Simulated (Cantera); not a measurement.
Charge: 1 mol C₂H₆, 1.3 mol H₂O, 1.9 mol H₂, held at 1748.15 K and 13.3 mbar.

Equilibrium computed with Cantera from the NASA thermochemical tables; the gas is ideal and each condensed phase is pure. Candidate condensed phases: C, C₆H₆, C₇H₈, C₈H₁₈, H₂O; 110 gas species. Equilibrium is a limit: real reactors are often held back by kinetics, nucleation or transport.

Q: What is the equilibrium state?

A: 
| Quantity | Result |
|---|---|
| x(H₂) | 0.825 |
| x(CO) | 0.173 |
| x(H) | 0.00180 |
| x(C₂H₂ (acetylene)) | 9.33e-5 |
| x(CH₄) | 8.34e-6 |
| n(C(graphite)) | 0.699 mol |
| gas amount | 7.507 mol |
